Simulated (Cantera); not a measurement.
Input: 1 mol Ti(NMe₂)₄, 0.27 mol CH₄, 0.53 mol C₃H₈, held at 1375 °C and 1.33 mbar.

These are equilibrium values from Cantera (NASA tables, ideal gas, pure condensed phases), not measurements of a reactor. Candidate condensed phases: C, C₆H₆, C₇H₈, C₈H₁₈, Ti, TiC, TiN; 93 gas species. The feed counts by its element totals alone. TiC: taken at fixed stoichiometry. The numbers say what is thermodynamically allowed, not how fast it happens.

Base state: H₂ 0.877, N₂ 0.119, H 0.00228, HCN 0.000884, C₂H₂ (acetylene) 3.92e-5, HNC 2.31e-5 (mole fractions); condensed: C(graphite) + TiC(s).

**Question.** What changes in the equilibrium state with this change: temperature from 1375 °C to 1827 °C?

**Answer.** 
| species | before | after |
|---|---|---|
| H₂ | 0.877 | 0.803 |
| N₂ | 0.119 | 0.112 |
| H | 0.00228 | 0.0765 |
| CN | 2.00e-8 | 1.79e-5 |
| C₂H₂ (acetylene) | 3.92e-5 | 0.00116 |
| C(graphite), mol | 8.84 | 8.70 |
| TiC(s), mol | 1.00 | 1.000 |

**Question.** What changes in the equilibrium state with this change: Ti(NMe₂)₄ replaced by TiCl₄?

**Answer.** 
| species | before | after |
|---|---|---|
| HCl | 0 | 0.753 |
| H₂ | 0.877 | 0.204 |
| TiCl₃ | 0 | 0.0346 |
| N₂ | 0.119 | 0 |
| Cl | 0 | 0.00319 |
| TiCl₄ | 0 | 0.00267 |
| TiCl₂ | 0 | 0.00152 |
| HCN | 0.000884 | 0 |
| C(graphite), mol | 8.84 | 1.04 |
| TiC(s), mol | 1.00 | 0.823 |
The tables' values for TiCl₂ are old estimates; treat these amounts as uncertain. Further candidate phases: TiCl₂, TiCl₃, TiCl₄.
